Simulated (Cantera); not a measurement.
## Equilibrium for abatement and gas-phase synthesis: H₂O + H₂

A closed system holds: 1 mol H₂O, 0.16 mol H₂, held at 26.0 bar.

These are equilibrium values from Cantera (NASA tables, ideal gas, pure condensed phases), not measurements of a reactor. Candidate condensed phases: H₂O; 22 gas species. Ions and electrons are included (thermal ionisation). Kinetics and transport are ignored.

| T (°C) | x H₂O | x H | x H₂ | x O | x OH | x O₂ | x HO₂ |
|---|---|---|---|---|---|---|---|
| 1727 | 0.862 | 0.000118 | 0.138 | 4.64e-8 | 7.39e-5 | 1.25e-7 | 4.04e-10 |
| 1977 | 0.861 | 0.000541 | 0.138 | 1.37e-6 | 0.000507 | 3.60e-6 | 1.23e-8 |
| 2227 | 0.858 | 0.00183 | 0.138 | 2.06e-5 | 0.00236 | 5.25e-5 | 1.89e-7 |
| 2477 | 0.847 | 0.00501 | 0.140 | 0.000185 | 0.00816 | 0.000453 | 1.70e-6 |
| 2727 | 0.817 | 0.0118 | 0.146 | 0.00109 | 0.0220 | 0.00241 | 9.62e-6 |
| 2977 | 0.754 | 0.0254 | 0.162 | 0.00435 | 0.0467 | 0.00789 | 3.42e-5 |
| 3227 | 0.653 | 0.0500 | 0.187 | 0.0126 | 0.0806 | 0.0169 | 8.10e-5 |
| 3477 | 0.525 | 0.0905 | 0.212 | 0.0286 | 0.117 | 0.0269 | 0.000141 |
| 3727 | 0.386 | 0.149 | 0.228 | 0.0543 | 0.148 | 0.0346 | 0.000192 |
| 3977 | 0.257 | 0.225 | 0.228 | 0.0892 | 0.163 | 0.0376 | 0.000212 |
| 4227 | 0.154 | 0.310 | 0.209 | 0.130 | 0.160 | 0.0356 | 0.000196 |
| 4477 | 0.0840 | 0.396 | 0.177 | 0.171 | 0.142 | 0.0299 | 0.000154 |
| 4727 | 0.0422 | 0.472 | 0.140 | 0.208 | 0.115 | 0.0228 | 0.000106 |
x: gas mole fraction; nothing condenses.

From 1727 °C to 4727 °C nothing is condensed.
